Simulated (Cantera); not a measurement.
A freely propagating, adiabatic, planar premixed flame of H2 : O2 : N2 = 1 : 0.847 : 3.19 (molar parts), equivalence ratio 0.59, unburnt at 675 K and 0.178 atm; mixture-averaged transport, grid criteria slope 0.08 and curve 0.16, no radiation.

Cantera simulation using the H2/O2 subset of GRI-Mech 3.0, which has no nitrogen chemistry; the numbers are that mechanism's predictions, not measurements. Burning velocities carry a grid error of a few per cent, more on coarse grids. Lean hydrogen flames are cellular in practice and burn faster than this planar one.

**Question.** What does this change do: N2 3.19 to 2.4 parts?

**Answer.** 
```csv
quantity,before,after
laminar burning velocity,592 cm/s,740 cm/s
thermal thickness,4.60 mm,4.24 mm
peak x(H),0.0461,0.0594
peak x(O),0.0178,0.0244
peak x(H2O2),1.60e-6,1.97e-6
```

**Question.** What does this change do: inlet temperature 675 to 450 K?

**Answer.** 
```json
[
 {"quantity": "laminar burning velocity", "before": "592 cm/s", "after": "231 cm/s"},
 {"quantity": "thermal thickness", "before": "4.60 mm", "after": "3.61 mm"},
 {"quantity": "peak x(H)", "before": "0.0461", "after": "0.0307"},
 {"quantity": "peak x(O)", "before": "0.0178", "after": "0.0127"},
 {"quantity": "peak x(H2O2)", "before": "1.60e-6", "after": "1.36e-5"}
]
```
